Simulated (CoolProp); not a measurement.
Saturated liquid density (kg/m³) of dodecamethylpentasiloxane (MD3M): the reference equation beside estimates from Tc = 354.9 °C, pc = 0.9540 MPa, ω = 0.730.

Computed with CoolProp (reference Helmholtz-energy equation of state, Thol 2019).

| T (°C) | reference | Soave-Redlich-Kwong | Peng-Robinson |
|---|---|---|---|
| 93.85 | 802.9 | 699.5 | 786.0 |
| 114.85 | 781.9 | 685.8 | 771.4 |
| 135.75 | 760.6 | 670.7 | 755.3 |
| 156.75 | 738.6 | 653.9 | 737.2 |
| 177.75 | 715.7 | 635.1 | 716.9 |
| 198.65 | 692.0 | 614.2 | 694.0 |
| 219.65 | 666.9 | 590.4 | 667.9 |
| 240.55 | 640.1 | 563.4 | 638.0 |
| 261.55 | 610.8 | 532.1 | 602.9 |
| 282.45 | 578.0 | 495.5 | 561.4 |
| 303.45 | 539.5 | 451.1 | 510.3 |
| 324.35 | 490.6 | 394.8 | 444.7 |
| 345.35 | 411.1 | 310.7 | 345.7 |

Absolute difference from the reference over all 13 rows, mean and median: Soave-Redlich-Kwong 14.0 and 12.3 %, Peng-Robinson 3.1 and 1.3 %.
